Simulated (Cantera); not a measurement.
A closed system holds: 1 mol SiF₄, 2.2 mol NH₃, equilibrated at 1475 K and 750 Torr.

Cantera equilibrium calculation (NASA polynomials, part measured and part estimated; ideal gas, pure solids and liquids). Candidate condensed phases: Si, Si₃N₄; 37 gas species. The tables' values for SiF₃, SiF₂ are old estimates; treat these amounts as uncertain. The numbers say what is thermodynamically allowed, not how fast it happens.

Base state: H₂ 0.603, N₂ 0.203, SiF₄ 0.176, HF 0.00877, SiHF₃ 0.00496, SiF₃ 0.00359, SiH₂F₂ 6.39e-5, SiF₂ 4.36e-5 (mole fractions); condensed: gas only.

### Question
What changes in the equilibrium state with this change: temperature from 1475 K to 1000 K?

### Answer
| species | before | after |
|---|---|---|
| H₂ | 0.603 | 0.611 |
| N₂ | 0.203 | 0.204 |
| SiF₄ | 0.176 | 0.185 |
| HF | 0.00877 | 0.000527 |
| SiF₂ | 4.36e-5 | <1e-9 |
| H | 1.01e-5 | 1.77e-9 |
